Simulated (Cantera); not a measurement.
A perfectly stirred reactor is fed with CH4 : H2 : CO2 = 0.0035 : 1 : 0.004 (molar parts), at 0.0390 bar; it is held at 2825 K, and followed from long to short residence time.

Detailed kinetics in Cantera: GRI-Mech 3.0 (53 species, 325 reactions). Radical loss at walls, strong at low pressure, is not modelled.

One state of this run: x CH4 = 4.07e-6; x H2 = 0.767; x CO2 = 1.71e-6; x OH = 5.23e-5; x CH2 = 1.01e-5; x CH2O = 2.22e-9; x H2O = 0.000618. x: mole fraction; the columns are a selection and need not sum to one.

Question: Which value of τ (s) does it belong to?
A. 0.058
B. 0.00010
C. 0.14
D. 0.36

Answer: A, 0.058
